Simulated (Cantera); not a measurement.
## Ignition delay

Mixture: 4.42 % CH4, 20.1 % O2, 75.5 % N2, equivalence ratio 0.44, at 4.05 atm, adiabatic and at constant volume. Ignition delay is the time to a rise of 400 K.

Computed with Cantera and GRI-Mech 3.0 (53 species, 325 reactions).

| T0 (K) | delay (ms) |
|---|---|
| 1050 | 69.8 |
| 1150 | 15.7 |
| 1250 | 4.20 |
| 1350 | 1.29 |
| 1450 | 0.450 |
| 1550 | 0.179 |
| 1650 | 0.0805 |
| 1750 | 0.0403 |
| 1850 | 0.0221 |
| 1950 | 0.0130 |

```yaml
apparent activation energy between 1750 and 1950 K: 160 kJ/mol
```
